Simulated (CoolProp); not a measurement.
c-C4F8 (RC318) at 422.13 K and 6.09 MPa is compressed adiabatically to 41.4 MPa with isentropic efficiency 0.6. Each further row changes one setting.

The numbers come from the reference Helmholtz-energy equation of state, Platzer 1990 in CoolProp. This equation is an older, rougher fit; its heat capacities, sound speeds and derivatives of the liquid may be far off and weren't checked against measurements.

```json
[
 {"case": "as stated", "work (kJ/kg)": "[?]", "final temperature (K)": "[?]", "final density (kg/m³)": "[?]"},
 {"case": "efficiency 1", "work (kJ/kg)": "30.6", "final temperature (K)": "[?]", "final density (kg/m³)": "[?]"},
 {"case": "efficiency 0.65", "work (kJ/kg)": "[?]", "final temperature (K)": "[?]", "final density (kg/m³)": "[?]"}
]
```

### Question
Some entries are withheld; supply them.

### Answer

- as stated, work (kJ/kg): 51.0
- as stated, final temperature (K): 473.9
- as stated, final density (kg/m³): 1270
- efficiency 1, final temperature (K): 456.5
- efficiency 1, final density (kg/m³): 1310
- efficiency 0.65, work (kJ/kg): 47.1
- efficiency 0.65, final temperature (K): 470.6
- efficiency 0.65, final density (kg/m³): 1280
